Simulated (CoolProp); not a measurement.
A Linde-Hampson liquefier for oxygen: isothermal reversible compression at 280 K from 1 atm to 15 MPa, throttling to 1 atm, return gas leaving the recuperator 10 K below the feed. Each further row changes one setting.

The numbers come from the reference Helmholtz-energy equation of state, Schmidt 1985 in CoolProp.

```
case                        liquid yield per pass  compression work (kJ/kg of gas)
--------------------------  ---------------------  -------------------------------
as stated                                       …                              356
high pressure 30 MPa                            …                                …
warm-end temperature 310 K                      …                                …
warm-end gap 15 K                               …                              356
```

Task: Fill in the missing entries.

Result: 
- as stated, liquid yield per pass: 0.080
- high pressure 30 MPa, liquid yield per pass: 0.145
- high pressure 30 MPa, compression work (kJ/kg of gas): 402
- warm-end temperature 310 K, liquid yield per pass: 0.055
- warm-end temperature 310 K, compression work (kJ/kg of gas): 398
- warm-end gap 15 K, liquid yield per pass: 0.068

Above 300 K oxygen's equation is extrapolated.
